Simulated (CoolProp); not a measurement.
Values from CoolProp's reference Helmholtz-energy equation of state, Lemmon 2003. It is a pseudo-pure fit of the blend.

For R410A, give the phase and the cp (kJ/(kg K)), speed of sound (m/s), viscosity (µPa s) at 450.9 K and 0.393 MPa.


- 450.9 K and 0.393 MPa: gas; cp 1.04, speed of sound 239, viscosity 19.4

Viscosity comes from a separate model (Geller 2000).
